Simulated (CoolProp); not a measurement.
The fluid at 178.87 K and 0.00452 MPa expands adiabatically to 0.00036 MPa with isentropic efficiency 1. The same conditions are run with several fluids, on thermodynamics alone (safety and materials aside).

Computed with CoolProp (reference Helmholtz-energy equation of state of each fluid (CH2F2 (R32): Tillner-Roth 1997; nitrogen: Span 2000; normal hydrogen: Leachman 2009)).

| fluid | work (kJ/kg) | final temperature (K) | final phase | final density (kg/m³) |
|---|---|---|---|---|
| CH2F2 (R32) | 62.4 | 150.8 | two-phase, vapour fraction 0.902 | 0.0166 |
| nitrogen | 95.6 | 86.8 | gas | 0.0140 |
| normal hydrogen | 1260 | 73.4 | gas | 0.00119 |
